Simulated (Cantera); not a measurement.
Input (Python, Cantera):

```python
import numpy as np
import cantera as ct

gas = ct.Solution("gri30.yaml", transport_model="mixture-averaged")
show = ['NO', 'H', 'CH4']

rows = []
print(f"{'T/K':>7s}{'rho':>11s}{'cp':>10s}{'mu':>11s}{'lambda':>11s}{'Pr':>7s}" + "".join(f"{'D_' + s:>11s}" for s in show))
for T in [400, 650, 900, 1150, 1400, 1650]:
    gas.TPX = T, 960, {'CH3OH': 0.57}
    Pr = gas.cp_mass * gas.viscosity / gas.thermal_conductivity
    D = [gas.mix_diff_coeffs_mole[gas.species_index(s)] for s in show]
    rows.append([gas.density, gas.cp_mass, gas.viscosity, gas.thermal_conductivity, Pr, *D])
    print(f"{T:7g}{gas.density:11.4e}{gas.cp_mass:10.1f}{gas.viscosity:11.4e}"
          f"{gas.thermal_conductivity:11.4e}{Pr:7.3f}" + "".join(f"{d:11.4e}" for d in D))
print("SI units: kg/m3, J/kg/K, Pa s, W/m/K, m2/s")
```

Result:

```
    T/K        rho        cp         mu     lambda     Pr       D_NO        D_H      D_CH4
    400 9.2490e-03    1604.1 1.3101e-05 2.8202e-02  0.745 2.7456e-03 1.6514e-02 2.9750e-03
    650 5.6917e-03    2212.3 2.1261e-05 6.2935e-02  0.747 6.6180e-03 4.0587e-02 7.3025e-03
    900 4.1107e-03    2642.8 2.8601e-05 1.0132e-01  0.746 1.1683e-02 7.2354e-02 1.3009e-02
   1150 3.2171e-03    2978.0 3.5151e-05 1.3931e-01  0.751 1.7780e-02 1.1071e-01 1.9898e-02
   1400 2.6426e-03    3214.4 4.1062e-05 1.7565e-01  0.751 2.4811e-02 1.5499e-01 2.7850e-02
   1650 2.2422e-03    3387.6 4.6472e-05 2.0992e-01  0.750 3.2706e-02 2.0474e-01 3.6783e-02
SI units: kg/m3, J/kg/K, Pa s, W/m/K, m2/s
```

Model: GRI-Mech 3.0 (53 species, 325 reactions), integrated in Cantera. Polar gases are described roughly by these parameters. The composition is frozen, though it would react at the higher temperatures.
